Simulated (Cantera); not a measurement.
Feed: 1 mol CaCO₃, 6.2 mol H₂, 0.07 mol O₂, 7 mol H₂O, at 260 Pa.

Cantera equilibrium calculation (NASA polynomials, part measured and part estimated; ideal gas, pure solids and liquids). Candidate condensed phases: C, C₆H₆, C₇H₈, C₈H₁₈, Ca, CaCO₃, CaO, Ca(OH)₂, H₂O; 115 gas species. Kinetics and transport are ignored.

Which condensed phases are stable at each of these points (T (°C)): 350, 425, 500, 575, 650, 725, 800, 875?


```tsv
T (°C)	condensed phases	Ca condensed (%)
350	CaCO₃(calcite) + CaO(s)	100.0
425	CaCO₃(calcite) + CaO(s)	100.0
500	CaCO₃(calcite) + CaO(s)	100.0
575	CaO(s)	100.0
650	CaO(s)	100.0
725	CaO(s)	100.0
800	CaO(s)	100.0
875	CaO(s)	100.0
```

From 350 °C to 500 °C the condensed part is CaCO₃(calcite) + CaO(s). From 575 °C to 875 °C the condensed part is CaO(s).
